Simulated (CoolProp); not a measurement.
R115 along the isobar 2.9 MPa: fugacity coefficient from the reference equation and from simpler models built on Tc = 353.1 K, pc = 3.129 MPa, ω = 0.248; each cubic takes its own stable root.

Computed with CoolProp (reference Helmholtz-energy equation of state, Lemmon 2016).

```
T (K)   phase  reference  Redlich-Kwong  Soave-Redlich-Kwong
-----  ------  ---------  -------------  -------------------
275.5  liquid     0.1634         0.2153               0.1661
290.4  liquid     0.2397         0.2957               0.2443
305.3  liquid     0.3333         0.3875               0.3398
320.2  liquid     0.4422         0.4875               0.4499
335.1  liquid     0.5623         0.5907               0.5689
364.9     gas     0.7314         0.7243               0.7291
379.9     gas     0.7681         0.7569               0.7665
394.8     gas     0.7979         0.7840               0.7974
```
